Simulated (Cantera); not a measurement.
Premixed flame

A freely propagating, adiabatic, planar premixed flame of CH3OH : O2 : N2 : CO2 = 1 : 1.6 : 6 : 1.4 (molar parts), equivalence ratio 0.94, unburnt at 623 K and 0.990 bar; mixture-averaged transport, grid criteria slope 0.08 and curve 0.16, no radiation.

Cantera simulation using GRI-Mech 3.0 (53 species, 325 reactions); the numbers are that mechanism's predictions, not measurements. GRI-Mech 3.0 was tuned for natural gas; its chemistry of methanol as a main component is partial and can be far from experiment. Burning velocities carry a grid error of a few per cent, more on coarse grids.

```
z (mm)  T (K)  u (m/s)  x CH3OH    x O2  x CO2     x H2   x C2H2     x HCO
------  -----  -------  -------  ------  -----  -------  -------  --------
-1.33     623    0.686   0.0998   0.160  0.140  0.00163    <1e-8     <1e-8
-0.885    626    0.691   0.0995   0.159  0.139  0.00377    <1e-8     <1e-8
-0.663    636    0.705   0.0986   0.157  0.139  0.00596    <1e-8     <1e-8
-0.442    690    0.771   0.0945   0.151  0.138  0.00957    <1e-8     <1e-8
-0.221    947     1.08   0.0713   0.125  0.138   0.0149  1.54e-8   1.07e-8
-0.111   1238     1.45   0.0398  0.0962  0.142   0.0179  3.47e-8   3.47e-6
0        1577     1.89  0.00429  0.0616  0.153   0.0178  6.39e-8  0.000104
0.111    1691     2.02  1.29e-5  0.0426  0.167   0.0109  1.38e-8   3.73e-6
0.221    1743     2.08  1.55e-8  0.0348  0.177  0.00812    <1e-8   9.46e-8
0.442    1813     2.15    <1e-8  0.0294  0.188  0.00696    <1e-8   4.75e-8
0.885    1892     2.23    <1e-8  0.0253  0.195  0.00570    <1e-8   2.24e-8
1.77     1968     2.31    <1e-8  0.0214  0.203  0.00419    <1e-8     <1e-8
3.54     2029     2.37    <1e-8  0.0180  0.210  0.00290    <1e-8     <1e-8
```
x: mole fraction of selected species; z is measured from the peak of heat release.

| Property | Result |
|---|---|
| laminar burning velocity | 68.5 cm/s |
| thermal thickness | 0.442 mm |
| peak x(H2) | 0.0189 |
| peak x(C2H2) | 6.40e-8 |
| peak x(HCO) | 0.000104 |
| grid points | 134 |
